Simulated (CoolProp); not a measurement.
R227EA along the isobar 30.8 bar: density (kg/m³) from the reference equation and from simpler models built on Tc = 374.9 K, pc = 29.25 bar, ω = 0.358; each cubic takes its own stable root.

The numbers come from the reference Helmholtz-energy equation of state, Lemmon 2016 in CoolProp.

```
T (K)          phase  reference
-----  -------------  ---------
159.1         liquid       1847
204.3         liquid       1719
249.4         liquid       1580
294.5         liquid       1422
339.6         liquid       1214
384.8  supercritical      319.1
429.9  supercritical      193.7
475    supercritical      156.3
```

Question: How far does each simpler model (van der Waals, Redlich-Kwong, Soave-Redlich-Kwong, Peng-Robinson) lie from the reference over these 8 states: mean and median of the absolute difference, and the worst?

Answer: 
- van der Waals: mean 25.9 %, median 38.0 %, worst -40.5 % at 159.1 K and 30.8 bar
- Redlich-Kwong: mean 9.5 %, median 11.7 %, worst -17.0 % at 339.6 K and 30.8 bar
- Soave-Redlich-Kwong: mean 6.6 %, median 8.0 %, worst -12.3 % at 339.6 K and 30.8 bar
- Peng-Robinson: mean 2.3 %, median 2.4 %, worst +4.1 % at 249.4 K and 30.8 bar
